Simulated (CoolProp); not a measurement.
The fluid at 651.4 K and 2.25 MPa flows at 2.6 m/s in a round tube of 50 mm bore and 45 µm roughness, fully developed (64/Re and Nu = 3.66 if laminar; Colebrook and Gnielinski if turbulent). The same conditions are run with several fluids, on thermodynamics alone (safety and materials aside).

Values from CoolProp's reference Helmholtz-energy equation of state of each fluid (nitrogen: Span 2000; dry air: Lemmon 2000; oxygen: Schmidt 1985; water: Wagner 2002; carbon dioxide: Span 1996). Blends and air are pseudo-pure fits.

```json
[
 {"fluid": "nitrogen", "Reynolds number": "___", "Darcy friction factor": "0.0239", "pressure drop (Pa/m)": "18.6", "heat-transfer coefficient (W/(m² K))": "111", "mass flow (kg/h)": "212"},
 {"fluid": "dry air", "Reynolds number": "47400", "Darcy friction factor": "0.0239", "pressure drop (Pa/m)": "19.3", "heat-transfer coefficient (W/(m² K))": "113", "mass flow (kg/h)": "219"},
 {"fluid": "oxygen", "Reynolds number": "46300", "Darcy friction factor": "___", "pressure drop (Pa/m)": "21.4", "heat-transfer coefficient (W/(m² K))": "118", "mass flow (kg/h)": "___"},
 {"fluid": "water", "Reynolds number": "42900", "Darcy friction factor": "0.0243", "pressure drop (Pa/m)": "12.7", "heat-transfer coefficient (W/(m² K))": "136", "mass flow (kg/h)": "142"},
 {"fluid": "carbon dioxide", "Reynolds number": "79400", "Darcy friction factor": "0.0224", "pressure drop (Pa/m)": "27.7", "heat-transfer coefficient (W/(m² K))": "168", "mass flow (kg/h)": "337"}
]
```

Question: What belongs in the gaps?

Answer: 
- nitrogen, Reynolds number: 47700
- oxygen, Darcy friction factor: 0.0240
- oxygen, mass flow (kg/h): 243

Above 300 K oxygen's equation is extrapolated.

Transport values come from each fluid's own correlations.
